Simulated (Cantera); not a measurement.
## Thermodynamics of metals in furnace atmospheres, feed Fe + CO + H2

A closed system holds: 1 mol Fe, 1.5 mol CO, 4.4 mol H2, at 1102 °C and 100000 Pa.

Cantera equilibrium calculation (NASA polynomials, part measured and part estimated; ideal gas, pure solids and liquids). Candidate condensed phases: C, C6H6, C7H8, C8H18, Fe, Fe(CO)5, FeO, Fe(OH)2, Fe(OH)3, Fe2O3, Fe3O4, H2O; 114 gas species. Rates play no part.

The x(H2) is 0.743 and the x(CO) comes out as 0.253. The x(CH4) is 0.00166 and the x(H2O) is 0.00143. The x(CO2) is 0.000236 and the x(H) is 2.95e-6. The n(Fe(γ)) is 1.00 mol. The gas amount is 5.880 mol. The log10 activity of C(graphite) (absent) comes out as -0.22 and the log10 activity of Fe(OH)2(s) (absent) comes out as -10.57. The log10 activity of Fe(OH)3(s) (absent) comes out as -18.20.
